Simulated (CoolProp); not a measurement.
The numbers come from the reference Helmholtz-energy equation of state, Gedanitz 2015 in CoolProp.

### Question
Give the vapour pressure (MPa), enthalpy of vaporisation (kJ/kg), liquid cp (kJ/(kg K)), surface tension (mN/m) of saturated cyclopentane at 256.7, 287.5, 426.2 K.

### Answer
```
T (K)  p (MPa)  enthalpy of vaporisation (kJ/kg)  liquid cp (kJ/(kg K))  surface tension (mN/m)
-----  -------  --------------------------------  ---------------------  ----------------------
256.7  0.00606                               434                   1.63                    27.9
287.5   0.0273                               414                   1.76                    23.4
426.2     1.24                               290                   2.58                    6.13
```

Surface tension comes from a separate correlation (Mulero 2014).
